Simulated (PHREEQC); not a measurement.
NaOH is added in steps, without added water, to 1 kg of water holding 0.0093 mol/kgw HF, 0.0089 mol/kgw KF and 8.3e-06 mol/kgw H4SiO4, at 20 °C. O2 is buffered at 0.21 atm. No CO2 enters from the air. Solids allowed: SiO2(a). Others were left out.

Base run: PHREEQC, ion-association model, wateq4f.dat. Each further column changes one thing. The table gives H4SiO4 (mol/kgw).

| NaOH added (mol) | base | metal-ligand complexes left out | database phreeqc.dat | all activity coefficients set to 1 | Davies equation for every ion |
|---|---|---|---|---|---|
| 0 | 2.97e-11 | 2.97e-11 | 2.49e-11 | 3.52e-11 | 2.93e-11 |
| 0.002 | 5.16e-11 | 5.15e-11 | 4.49e-11 | 6.17e-11 | 5.09e-11 |
| 0.003 | 7.71e-11 | 7.68e-11 | ? | 9.28e-11 | 7.60e-11 |
| 0.005 | 2.53e-10 | 2.52e-10 | 2.33e-10 | 3.08e-10 | 2.49e-10 |
| 0.007 | 2.33e-9 | 2.31e-9 | 2.22e-9 | 2.87e-9 | 2.29e-9 |
| 0.008 | 2.06e-8 | 2.05e-8 | 2.01e-8 | 2.55e-8 | 2.02e-8 |
| 0.01 | 6.07e-7 | 6.07e-7 | 6.12e-7 | ? | 6.06e-7 |
| 0.012 | 1.62e-7 | 1.62e-7 | 1.64e-7 | 1.63e-7 | 1.62e-7 |
| 0.013 | 1.18e-7 | 1.18e-7 | 1.19e-7 | 1.19e-7 | 1.17e-7 |
| 0.015 | 7.54e-8 | 7.54e-8 | 7.60e-8 | 7.64e-8 | 7.50e-8 |
| 0.017 | 5.49e-8 | 5.49e-8 | 5.54e-8 | 5.59e-8 | 5.46e-8 |
| 0.018 | 4.82e-8 | 4.82e-8 | 4.86e-8 | 4.92e-8 | 4.79e-8 |
| 0.02 | 3.85e-8 | 3.85e-8 | 3.89e-8 | ? | 3.82e-8 |

What belongs in the gaps?


- 0.003, database phreeqc.dat: 6.83e-11
- 0.01, all activity coefficients set to 1: 6.09e-7
- 0.02, all activity coefficients set to 1: 3.95e-8

SiF6-2 is the database's only silicon fluoride. phreeqc.dat and wateq4f.dat share most of their constants, so their agreement is no independent check.
